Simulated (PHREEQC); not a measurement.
Make-up at 25 °C: 0.028 mol KH2PO4, 0.085 mol H2SO4 and 0.028 mol NiSO4 per kg of water. Closed to the air; pH follows from the charge balance.

Model: ion-association model, wateq4f.dat, run in PHREEQC.

```yaml
pH: 1.23
ionic_strength: 0.186 mol/kgw
total_alkalinity: -170 meq/kg
```

```json
[
 {"species": "H+", "molality": "0.0744", "activity": "0.0595", "log γ": "-0.097"},
 {"species": "HSO4-", "molality": "0.0715", "activity": "0.0525", "log γ": "-0.134"},
 {"species": "SO4-2", "molality": "0.0302", "activity": "0.00906", "log γ": "-0.522"},
 {"species": "K+", "molality": "0.0264", "activity": "0.0189", "log γ": "-0.144"},
 {"species": "H3PO4", "molality": "0.0242", "activity": "0.0252", "log γ": "0.019"},
 {"species": "Ni+2", "molality": "0.0182", "activity": "0.00576", "log γ": "-0.501"},
 {"species": "NiSO4", "molality": "0.00975", "activity": "0.0102", "log γ": "0.019"},
 {"species": "H2PO4-", "molality": "0.00383", "activity": "0.00288", "log γ": "-0.125"}
]
```

This is a speciation only: nothing precipitates in the calculation. H3PO4, which wateq4f.dat lacks, is added to it with the constant of phreeqc.dat. The database has no phosphate complexes of Ni.
